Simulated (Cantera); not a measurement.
A closed system holds: 1 mol SiCl4, 0.077 mol Cl2, 49 mol N2, equilibrated at 1073 K and 97.5 Torr.

Equilibrium computed with Cantera from the NASA thermochemical tables; the gas is ideal and each condensed phase is pure. Candidate condensed phases: Si, Si3N4; 13 gas species. Rates play no part.

Base state: N2 0.978, SiCl4 0.0200, Cl2 0.00148, Cl 0.000115 (mole fractions); condensed: gas only.

**Question.** What changes in the equilibrium state with this change: temperature from 1073 K to 1575 K?

**Answer.** 
| species | before | after |
|---|---|---|
| N2 | 0.978 | 0.977 |
| SiCl4 | 0.0200 | 0.0195 |
| Cl | 0.000115 | 0.00319 |
| Cl2 | 0.00148 | 0.000148 |
| SiCl3 | 8.66e-9 | 0.000378 |
| SiCl2 | <1e-9 | 1.91e-5 |
The tables' values for SiCl3 are old estimates; treat these amounts as uncertain.

**Question.** What changes in the equilibrium state with this change: temperature from 1073 K to 1650 K?

**Answer.** 
```csv
species,before,after
N2,0.978,0.976
SiCl4,0.0200,0.0187
Cl,0.000115,0.00419
Cl2,0.00148,0.000107
SiCl2,<1e-9,0.000135
SiCl3,8.66e-9,0.00107
```
The tables' values for SiCl3 are old estimates; treat these amounts as uncertain.

**Question.** What changes in the equilibrium state with this change: temperature from 1073 K to 1323 K?

**Answer.** 
| species | before | after |
|---|---|---|
| N2 | 0.978 | 0.978 |
| SiCl4 | 0.0200 | 0.0200 |
| Cl | 0.000115 | 0.00127 |
| Cl2 | 0.00148 | 0.000905 |
